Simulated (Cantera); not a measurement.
A perfectly stirred reactor is fed with CO : H₂ : CH₄ : O₂ : N₂ = 1 : 0.62 : 0.076 : 1.34 : 5.02 (molar parts), equivalence ratio 0.72, at 1900000 Pa; it is adiabatic with a 373 K inlet, and is followed from long to short residence time, starting on the burning branch (τ in s: 0.045, 0.02, 0.0086, 0.0038, 0.0017, 0.00072, 0.00032, 0.00014, 6e-05, 2.6e-05, 1.2e-05).

Detailed kinetics in Cantera: GRI-Mech 3.0 (53 species, 325 reactions). The pressure lies above the range GRI-Mech 3.0 was tuned for (to about 10 atm).

### Question
What does this change do: CO 1 to 1.5 parts?

### Answer
| quantity | before | after |
|---|---|---|
| blow-out, bracketed by the residence times tried | burning at 26.0 µs, out at 12.0 µs | burning at 12.0 µs, the shortest tried |
| x(CO) at τ = 45.0 ms | 0.000753 | 0.00850 |
| x(H₂) at τ = 45.0 ms | 0.000101 | 0.000709 |
| x(CH₄) at τ = 45.0 ms | 1.51e-7 | 5.52e-8 |
| x(N₂O) at τ = 45.0 ms | 1.22e-6 | 1.21e-6 |
| x(CH₂) at τ = 45.0 ms | 1.20e-9 | 1.52e-9 |
| x(CO) at τ = 0.720 ms | 0.00362 | 0.0135 |
| x(H₂) at τ = 0.720 ms | 0.000353 | 0.00108 |
| x(CH₄) at τ = 0.720 ms | 5.67e-6 | 2.62e-6 |
| x(N₂O) at τ = 0.720 ms | 2.35e-6 | 1.53e-6 |
| x(CH₂) at τ = 0.720 ms | 6.19e-8 | 7.77e-8 |
